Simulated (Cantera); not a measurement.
An isothermal, constant-pressure homogeneous reactor starts with C₂H₆ : H₂ = 1 : 69 (molar parts), at 1800 K and 0.0133 bar. Integrator tolerance rtol = 1e-08.

Computed with Cantera and GRI-Mech 3.0 (53 species, 325 reactions). GRI-Mech 3.0 stops at C3 and has no aromatics, soot or wall deposition, so with more carbon than oxygen in the feed, carbon stays in small species such as C2H2 where larger ones or solid carbon would form. Radical loss at walls, strong at low pressure, is not modelled.

Problem. What does this change do: pressure from 0.0133 bar to 0.000190 bar?

Solution. 
| quantity | before | after |
|---|---|---|
| x(C₂H₆) at 200 s | 7.13e-11 (gas-phase equilibrium 7.13e-11) | 9.28e-11 (gas-phase equilibrium <1e-12) |
| x(H₂) at 200 s | 0.983 (gas-phase equilibrium 0.983) | 0.977 (gas-phase equilibrium 0.961) |
| x(CH₃) at 200 s | 5.59e-6 (gas-phase equilibrium 5.59e-6) | 2.59e-5 (gas-phase equilibrium 6.50e-7) |
| x(H) at 200 s | 0.00310 (gas-phase equilibrium 0.00310) | 0.00941 (gas-phase equilibrium 0.0256) |
| x(C₂H) at 200 s | 3.81e-7 (gas-phase equilibrium 3.81e-7) | 1.16e-6 (gas-phase equilibrium 3.20e-6) |
